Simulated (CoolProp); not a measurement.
Values from CoolProp's reference Helmholtz-energy equation of state, Wu 2012.

Question: For fluoroethane (R161), give the phase and the speed of sound (m/s) at 109.45 °C and 0.144 MPa.

Answer: 
- 109.45 °C and 0.144 MPa: gas; speed of sound 272
